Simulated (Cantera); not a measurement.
Cantera run, input and output.

```python
import numpy as np
import cantera as ct

gas = ct.Solution("gri30.yaml")
gas.TPX = 575, 101325, {'CH3OH': 1, 'O2': 1.25, 'N2': 4.75, 'H2O': 1.1}
flame = ct.FreeFlame(gas, width=0.04)
flame.set_refine_criteria(ratio=3, slope=0.08, curve=0.16)
flame.transport_model = "mixture-averaged"
flame.solve(loglevel=0, auto=True)
z, T = flame.grid, flame.T
thick = (T[-1] - T[0]) / np.gradient(T, z).max()
show = ['CH3OH', 'O2', 'H2O', 'C2H6', 'CH2CO', 'NO2']
print(f"laminar burning velocity  {flame.velocity[0] * 100:.3f} cm/s")
print(f"burnt temperature         {T[-1]:.1f} K")
print(f"thermal thickness         {thick * 1e3:.4f} mm")
print(f"grid points               {len(z)}")
z0 = z[flame.heat_release_rate.argmax()]
print(f"{'z/mm':>9s}{'T/K':>9s}{'u/(m/s)':>9s}" + "".join(f"{s:>11s}" for s in show))
rows = []
for k in (-3, -2, -1.5, -1, -0.5, -0.25, 0, 0.25, 0.5, 1, 2, 4, 8):
    zz = z0 + k * thick
    rows.append([k * thick, np.interp(zz, z, T), np.interp(zz, z, flame.velocity),
                 *(np.interp(zz, z, flame.X[gas.species_index(s)]) for s in show)])
    print(f"{rows[-1][0] * 1e3:9.3f}{rows[-1][1]:9.1f}{rows[-1][2]:9.3f}" + "".join(f"{x:11.3e}" for x in rows[-1][3:]))
```

Result:

```
laminar burning velocity  110.954 cm/s
burnt temperature         2117.9 K
thermal thickness         0.2922 mm
grid points               121
     z/mm      T/K  u/(m/s)      CH3OH         O2        H2O       C2H6      CH2CO        NO2
   -0.877    575.2    1.113  1.231e-01  1.539e-01  1.355e-01  1.178e-11  4.140e-11  2.636e-11
   -0.584    577.1    1.121  1.225e-01  1.530e-01  1.353e-01  2.516e-10  1.002e-09  4.258e-10
   -0.438    585.5    1.144  1.215e-01  1.515e-01  1.362e-01  1.913e-09  8.422e-09  2.570e-09
   -0.292    638.6    1.263  1.173e-01  1.459e-01  1.433e-01  2.093e-08  1.051e-07  1.967e-08
   -0.146    926.0    1.895  9.047e-02  1.198e-01  1.804e-01  2.435e-07  1.397e-06  1.109e-07
   -0.073   1249.3    2.637  5.105e-02  8.873e-02  2.213e-01  6.737e-07  4.086e-06  1.152e-07
    0.000   1594.9    3.475  7.560e-03  5.360e-02  2.681e-01  1.018e-06  8.315e-06  1.756e-08
    0.073   1724.5    3.772  9.296e-05  3.170e-02  2.914e-01  7.595e-08  1.900e-06  3.907e-10
    0.146   1776.4    3.867  3.406e-07  1.949e-02  2.996e-01  5.796e-10  1.190e-07  2.343e-10
    0.292   1842.9    3.979  1.199e-09  1.086e-02  3.024e-01  8.366e-14  5.984e-10  2.816e-10
    0.584   1916.4    4.108  8.593e-13  6.878e-03  3.044e-01  3.414e-19  3.159e-13  3.500e-10
    1.169   1987.5    4.240  1.995e-15  4.319e-03  3.101e-01  4.949e-25  8.401e-17  4.238e-10
    2.338   2045.0    4.347  1.381e-15  2.351e-03  3.160e-01  1.102e-27  5.026e-17  4.731e-10
```

Computed with Cantera and GRI-Mech 3.0 (53 species, 325 reactions). GRI-Mech 3.0 was tuned for natural gas; its chemistry of methanol as a main component is partial and can be far from experiment. Burning velocities carry a grid error of a few per cent, more on coarse grids.
